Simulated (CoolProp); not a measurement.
Fluorine along the isobar 6310 kPa: Z from the reference equation and from simpler models built on Tc = 144.4 K, pc = 5240 kPa, ω = 0.045; each cubic takes its own stable root.

Computed with CoolProp (reference Helmholtz-energy equation of state, de Reuck 1990).

```tsv
T (K)	phase	reference	van der Waals	Redlich-Kwong	Soave-Redlich-Kwong	Peng-Robinson
68.3	liquid	0.2600	0.3773	0.2557	0.2583	0.2299
88.3	liquid	0.2183	0.3137	0.2159	0.2171	0.1926
108.3	liquid	[?]	[?]	0.1990	0.1991	0.1763
128.3	liquid	0.1937	0.2737	[?]	0.2034	0.1805
148.3	supercritical	0.2899	0.3412	0.3265	0.3310	0.3066
168.3	supercritical	0.7091	0.6871	[?]	0.7111	0.6802
188.3	supercritical	0.8200	[?]	0.8120	0.8226	0.7941
208.4	supercritical	0.8803	0.8534	[?]	0.8847	0.8588
228.4	supercritical	0.9174	[?]	0.9105	0.9237	0.9002
248.4	supercritical	0.9421	0.9183	0.9362	0.9500	0.9286
268.4	supercritical	0.9594	0.9377	[?]	0.9684	0.9490
```

Problem. Complete the blanks.

Solution. 
- 108.3, reference: 0.1974
- 108.3, van der Waals: 0.2812
- 128.3, Redlich-Kwong: 0.2040
- 168.3, Redlich-Kwong: 0.7028
- 188.3, van der Waals: 0.7937
- 208.4, Redlich-Kwong: 0.8725
- 228.4, van der Waals: 0.8917
- 268.4, Redlich-Kwong: 0.9543
